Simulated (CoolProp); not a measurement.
Properties of normal hydrogen at several states (Tc = -240.0 °C, pc = 1296 kPa, ω = -0.219).

Values from CoolProp's reference Helmholtz-energy equation of state, Leachman 2009.

| T (°C) | p (kPa) | phase | Z | viscosity (µPa s) | conductivity (mW/(m K)) | fugacity coefficient |
|---|---|---|---|---|---|---|
| 271.05 | 16.6 | gas | 1.000 | 13.5 | 288 | 1.000 |
| 292.75 | 18.2 | gas | 1.000 | 13.9 | 296 | 1.000 |
| -99.85 | 13.7 | gas | 1.000 | 6.10 | 116 | 1.000 |

Viscosity comes from a separate model (Muzny 2013). Thermal conductivity comes from a separate model (Assael 2011).
